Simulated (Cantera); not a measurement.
**Thermodynamics of hydrogen reduction and annealing atmospheres, feed Nb2O5 + H2 + H2O**

Input: 1 mol Nb2O5, 1800 mol H2, 0.16 mol H2O, at 101000 Pa.

Equilibrium computed with Cantera from the NASA thermochemical tables; the gas is ideal and each condensed phase is pure. Candidate condensed phases: H2O, Nb, NbO, NbO2, Nb2O5; 12 gas species. Mutual solubility and eutectic melting of coexisting phases are not modelled. NbO: taken at fixed stoichiometry. Condensed phases not in the tables: the oxides between NbO2 and Nb2O5. Kinetics and transport are ignored.

```json
[
 {"T (K)": "1075", "x H2": "0.999", "x H2O": "0.000644", "x H": "1.46e-8", "x NbO2": "<1e-12", "n NbO2(s)": "2.00", "n NbO(s)": "0"},
 {"T (K)": "1175", "x H2": "0.999", "x H2O": "0.000644", "x H": "1.22e-7", "x NbO2": "<1e-12", "n NbO2(s)": "2.00", "n NbO(s)": "0"},
 {"T (K)": "1275", "x H2": "0.999", "x H2O": "0.000644", "x H": "7.32e-7", "x NbO2": "<1e-12", "n NbO2(s)": "2.00", "n NbO(s)": "0"},
 {"T (K)": "1375", "x H2": "0.999", "x H2O": "0.000671", "x H": "3.40e-6", "x NbO2": "1.00e-12", "n NbO2(s)": "1.95", "n NbO(s)": "0.0480"},
 {"T (K)": "1475", "x H2": "0.999", "x H2O": "0.00127", "x H": "1.29e-5", "x NbO2": "2.83e-11", "n NbO2(s)": "0.865", "n NbO(s)": "1.14"},
 {"T (K)": "1575", "x H2": "0.998", "x H2O": "0.00176", "x H": "4.12e-5", "x NbO2": "4.08e-10", "n NbO2(s)": "0", "n NbO(s)": "2.00"},
 {"T (K)": "1675", "x H2": "0.998", "x H2O": "0.00176", "x H": "0.000115", "x NbO2": "3.21e-9", "n NbO2(s)": "0", "n NbO(s)": "2.00"},
 {"T (K)": "1775", "x H2": "0.998", "x H2O": "0.00176", "x H": "0.000287", "x NbO2": "1.98e-8", "n NbO2(s)": "0", "n NbO(s)": "2.00"},
 {"T (K)": "1875", "x H2": "0.998", "x H2O": "0.00175", "x H": "0.000650", "x NbO2": "1.00e-7", "n NbO2(s)": "0", "n NbO(s)": "2.00"}
]
```
x: gas mole fraction; n: condensed amount in mol.

From 1075 K to 1275 K the condensed part is NbO2(s). From 1375 K to 1475 K the condensed part is NbO(s) + NbO2(s). From 1575 K to 1875 K the condensed part is NbO(s).
